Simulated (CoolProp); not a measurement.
Vapour-liquid equilibrium of o-xylene (1) + n-decane (2) at 408.2 K; x and y are mole fractions of (1).

Computed with CoolProp (multi-fluid Helmholtz-energy mixture model, Zhou 2012 and Lemmon 2006; pair parameters Bell 2016).

| x | bubble pressure (bar) | y at the bubble point | dew pressure at overall composition x (bar) | liquid density (mol/L) |
|---|---|---|---|---|
| 0.05 | 0.3553 | 0.107 | 0.3433 | 4.582 |
| 0.125 | 0.3886 | 0.246 | 0.3593 | 4.731 |
| 0.2 | 0.4223 | 0.364 | 0.3769 | 4.889 |
| 0.275 | 0.4562 | 0.465 | 0.3964 | 5.055 |
| 0.35 | 0.4902 | 0.553 | 0.4180 | 5.232 |
| 0.425 | 0.5244 | 0.629 | 0.4421 | 5.419 |
| 0.5 | 0.5585 | 0.696 | 0.4691 | 5.617 |
| 0.575 | 0.5926 | 0.756 | 0.4997 | 5.828 |
| 0.65 | 0.6267 | 0.809 | 0.5344 | 6.053 |
| 0.725 | 0.6609 | 0.857 | 0.5743 | 6.294 |
| 0.8 | 0.6950 | 0.901 | 0.6204 | 6.551 |
| 0.875 | 0.7292 | 0.941 | 0.6742 | 6.826 |
| 0.95 | 0.7635 | 0.977 | 0.7376 | 7.122 |

No azeotrope shows between x = 0.05 and 0.95.

The pair parameters rest on a limited set of measurements; away from them the model extrapolates.
